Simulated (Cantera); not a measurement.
# Cr2O3 + H2 + N2 (hydrogen reduction and annealing atmospheres)

A closed system holds: 1 mol Cr2O3, 0.92 mol H2, 3.2 mol N2, held at 1273.15 K and 0.770 bar.

Cantera equilibrium calculation (NASA polynomials, part measured and part estimated; ideal gas, pure solids and liquids). Candidate condensed phases: Cr, CrN, Cr2N, Cr2O3, H2O; 29 gas species. Mutual solubility and eutectic melting of coexisting phases are not modelled. Kinetics and transport are ignored.

| Item | Value |
|---|---|
| x(N2) | 0.777 |
| x(H2) | 0.223 |
| x(H2O) | 0.000140 |
| x(NH3) | 9.90e-6 |
| n(CrN(s)) | 0.000385 mol |
| n(Cr2O3(s)) | 1.000 mol |
| gas amount | 4.120 mol |
| log10 activity of Cr2N(s) (absent) | -0.17 |
| log10 activity of Cr(s) (absent) | -0.71 |
